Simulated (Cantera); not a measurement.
Charge: 1 mol CuO, a varied amount of H2, 0.84 mol N2, at 1475 °C and 0.370 bar.

Equilibrium computed with Cantera from the NASA thermochemical tables; the gas is ideal and each condensed phase is pure. Candidate condensed phases: Cu, CuO, Cu(OH)2, Cu2O, H2O; 27 gas species. Rates play no part.

Question: Which condensed phases are stable at each of these points (n(H2) (mol)): 350, 420, 510, 610, 740, 900, 1100, 1300, 1600, 1900, 2300?

Answer: 
```json
[
 {"n(H2) (mol)": "350", "condensed phases": "Cu(l)", "Cu condensed (%)": "72.3"},
 {"n(H2) (mol)": "420", "condensed phases": "Cu(l)", "Cu condensed (%)": "66.7"},
 {"n(H2) (mol)": "510", "condensed phases": "Cu(l)", "Cu condensed (%)": "59.6"},
 {"n(H2) (mol)": "610", "condensed phases": "Cu(l)", "Cu condensed (%)": "51.7"},
 {"n(H2) (mol)": "740", "condensed phases": "Cu(l)", "Cu condensed (%)": "41.4"},
 {"n(H2) (mol)": "900", "condensed phases": "Cu(l)", "Cu condensed (%)": "28.8"},
 {"n(H2) (mol)": "1100", "condensed phases": "Cu(l)", "Cu condensed (%)": "13.0"},
 {"n(H2) (mol)": "1300", "condensed phases": "gas only", "Cu condensed (%)": "0.0"},
 {"n(H2) (mol)": "1600", "condensed phases": "gas only", "Cu condensed (%)": "0.0"},
 {"n(H2) (mol)": "1900", "condensed phases": "gas only", "Cu condensed (%)": "0.0"},
 {"n(H2) (mol)": "2300", "condensed phases": "gas only", "Cu condensed (%)": "0.0"}
]
```

From 350 mol H2 to 1100 mol H2 the condensed part is Cu(l). From 1300 mol H2 to 2300 mol H2 nothing is condensed.
